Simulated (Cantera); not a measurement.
Feed: 1 mol Nb, 0.048 mol H2O, 100 mol H2, at 1952 °C and 75.0 Torr.

Cantera equilibrium calculation (NASA polynomials, part measured and part estimated; ideal gas, pure solids and liquids). Candidate condensed phases: H2O, Nb, NbO, NbO2, Nb2O5; 12 gas species. Condensed phases not in the tables: N, O or C dissolved in the metal. Rates play no part.

Base state: H2 0.979, H 0.0203, H2O 0.000461 (mole fractions); condensed: Nb(s).

What changes in the equilibrium state with this change: Nb replaced by Cr?


| species | before | after |
|---|---|---|
| H2 | 0.979 | 0.970 |
| H | 0.0203 | 0.0202 |
| Cr | 0 | 0.00979 |
| H2O | 0.000461 | 0.000465 |
| Nb(s), mol | 0.999 | 0 |
Further candidate phases: Cr, Cr2O3.

What changes in the equilibrium state with this change: pressure from 75.0 Torr to 0.0383 Torr?


| species | before | after |
|---|---|---|
| H | 0.0203 | 0.584 |
| H2 | 0.979 | 0.415 |
| NbO | 6.75e-6 | 0.000326 |
| H2O | 0.000461 | 4.81e-6 |
| Nb(s), mol | 0.999 | 0.952 |
